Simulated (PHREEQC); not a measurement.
0.4 g of hydrous ferric oxide (600 m²/g; 0.2 weak and 0.005 strong sites per Fe, Dzombak-Morel constants, diffuse double layer) in 1 kg of water with 0.005 mol/kgw of an inert sodium salt and 1.6e-05 mol Na2HAsO4 and 2.1e-06 mol PbCl2, at 25 °C; the pH is set by adding NaOH or the inert anion's acid. Oxygen alone is held at its pressure in air (log pO2 = -0.68). CO2 from the air is kept out. No solid was allowed to form.

The series has 13 steps of pH, from 3 to 9.

The numbers come from PHREEQC with the ion-association model, wateq4f.dat.

Question: Near which pH is half of the Pb sorbed, and on which side is more sorbed?

Answer: Near pH 3.8, with more sorbed at higher pH.

The database has no arsenate complexes of Pb. The oxide is taken as insoluble; below pH 4 it would dissolve.
